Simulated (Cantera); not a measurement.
Feed: 1 mol Si3N4, 110 mol H2, at 593 Torr.

These are equilibrium values from Cantera (NASA tables, ideal gas, pure condensed phases), not measurements of a reactor. Candidate condensed phases: Si, Si3N4; 18 gas species. Kinetics and transport are ignored. All values below are at 1175 K.

Base state: H2 1.00 (mole fractions); condensed: Si3N4(s).

Question: What changes in the equilibrium state with this change: Si3N4 replaced by BN?

Answer: 
| species | before | after |
|---|---|---|
| H2 | 1.00 | 1.00 |
| Si3N4(s), mol | 1.000 | 0 |
| BN(s), mol | 0 | 1.000 |
Further candidate phases: B, BN.
